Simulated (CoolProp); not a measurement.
Vapour-liquid equilibrium of carbon dioxide (1) + n-pentane (2) at -18.05 °C; x and y are mole fractions of (1).

Values from CoolProp's multi-fluid Helmholtz-energy mixture model, Span 1996 and Thol 2019; pair parameters Kunz 2012.

```
x     bubble pressure (kPa)  y at the bubble point  dew pressure at overall composition x (kPa)  liquid density (mol/L)
----  ---------------------  ---------------------  -------------------------------------------  ----------------------
0.05             (withheld)                  0.935                                        10.57                   9.466
0.15                  470.7                  0.978                                        11.81                   10.09
0.25                  776.8                  0.987                                   (withheld)                   10.81
0.35                   1032                  0.990                                        15.46              (withheld)
0.45             (withheld)                  0.992                                        18.27                   12.61
0.55                   1364                  0.993                                        22.34                   13.75
0.65                   1481                  0.994                                        28.72                   15.11
0.75             (withheld)                  0.995                                        40.20                   16.78
0.85                   1755                  0.996                                        67.01                   18.87
0.95                   1963                  0.998                                        201.6              (withheld)
```

Fill in the missing entries.


- 0.05, bubble pressure (kPa): 154.2
- 0.25, dew pressure at overall composition x (kPa): 13.39
- 0.35, liquid density (mol/L): 11.64
- 0.45, bubble pressure (kPa): 1223
- 0.75, bubble pressure (kPa): 1602
- 0.95, liquid density (mol/L): 21.56

No azeotrope shows between x = 0.05 and 0.95.

Pair parameters are fitted to limited data, so mixtures are less certain than the pure fluids. The gap from Raoult's law changes sign with composition, which may be real or a fault of the pair parameters; it wasn't checked against measurements.
